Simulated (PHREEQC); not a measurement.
**Ultrapure water in contact with air or piping: an equilibrium model**

Model water analysis in mmol/kgw, 25 °C, pH 5.5, pe -0.2: Na 0.0148; K 1.87e-05; Ca 0.0092; Mg 0.00547; Cl 0.00978; S(6) 0.00707; Alkalinity (meq/kgw) 0.0202; Br 0.000255; Fe(2) 0.000223; Mn(2) 0.000104; F 8.84e-05.

Valence states are taken as typed.

Model: ion-association model, phreeqc.dat, run in PHREEQC.

No solid was allowed to form.

**Question.** What charge-balance error does the model give?

**Answer.** charge-balance error 0.4 %.

**Question.** In which forms is C present?

**Answer.** CO2 88 %, HCO3- 12 % of the C.

Fluoro complexes past AlF4- and FeF3 are missing from the database.
